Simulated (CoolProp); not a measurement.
Vapour-liquid equilibrium of dimethyl ether (1) + n-perfluorobutane (2) at 314 K; x and y are mole fractions of (1).

The numbers come from the multi-fluid Helmholtz-energy mixture model, Wu 2011 and Gao 2022; pair parameters Bell 2016 in CoolProp.

| x | bubble pressure, mixture model (kPa) | bubble pressure, Raoult's law (kPa) | y, mixture model | y, Raoult's law |
|---|---|---|---|---|
| 0.05 | 535.3 | 455.4 | 0.204 | 0.100 |
| 0.15 | 727.2 | 503.2 | 0.439 | 0.271 |
| 0.25 | 875.8 | 551.0 | 0.559 | 0.413 |
| 0.35 | 974.2 | 598.8 | 0.626 | 0.532 |
| 0.45 | 1031 | 646.6 | 0.666 | 0.633 |
| 0.55 | 1062 | 694.4 | 0.693 | 0.720 |
| 0.65 | 1076 | 742.2 | 0.714 | 0.797 |
| 0.75 | 1080 | 790.0 | 0.739 | 0.863 |
| 0.85 | 1066 | 837.8 | 0.783 | 0.923 |
| 0.95 | 994.2 | 885.6 | 0.888 | 0.976 |

The largest gap from Raoult's law is +62.7 % in bubble pressure, at x = 0.35. y crosses x between x = 0.65 and 0.75: the model has an azeotrope there.

The pair parameters rest on a limited set of measurements; away from them the model extrapolates. With so large a gap from Raoult's law the liquid may split in two, which this calculation doesn't test in full.
